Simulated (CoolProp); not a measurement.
Properties of R410A along the isotherm 102.45 °C (Tc = 71.3 °C, pc = 4.901 MPa, ω = 0.296).

Model: reference Helmholtz-energy equation of state, Lemmon 2003, in CoolProp. It is a pseudo-pure fit of the blend.

```csv
p (MPa),phase,viscosity (µPa s),fugacity coefficient
0.223,gas,16.3,0.9877
0.446,gas,16.4,___
0.668,gas,16.4,0.9633
0.891,gas,16.5,___
1.11,gas,16.6,0.9394
1.34,gas,16.6,0.9271
1.56,gas,___,___
1.78,gas,16.8,0.9038
2.01,gas,16.9,0.8918
2.23,gas,17.0,0.8803
2.45,gas,17.2,0.8689
```

Task: What belongs in the gaps?

Result: 
- 0.446, fugacity coefficient: 0.9754
- 0.891, fugacity coefficient: 0.9512
- 1.56, viscosity (µPa s): 16.7
- 1.56, fugacity coefficient: 0.9154

Viscosity comes from a separate model (Geller 2000).
